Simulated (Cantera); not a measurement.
Mixture: 15.9 % CO, 5.57 % H2, 11.9 % O2, 44.9 % N2, 21.6 % H2O, equivalence ratio 0.90, at 1.00 atm, adiabatic and at constant volume. Ignition delay is the time to a rise of 400 K.

Cantera simulation using GRI-Mech 3.0 (53 species, 325 reactions); the numbers are that mechanism's predictions, not measurements. Where the delays flatten at high temperature, the 400 K rule measures the pace of heat release, not the induction time.

Problem. Predict: delay at 1050 K; delay at 1150 K; delay at 1250 K; delay at 1350 K; delay at 1450 K.

Solution. 
| Quantity | Value |
|---|---|
| delay at 1050 K | 1.55 ms |
| delay at 1150 K | 0.181 ms |
| delay at 1250 K | 82.8 µs |
| delay at 1350 K | 53.4 µs |
| delay at 1450 K | 40.3 µs |
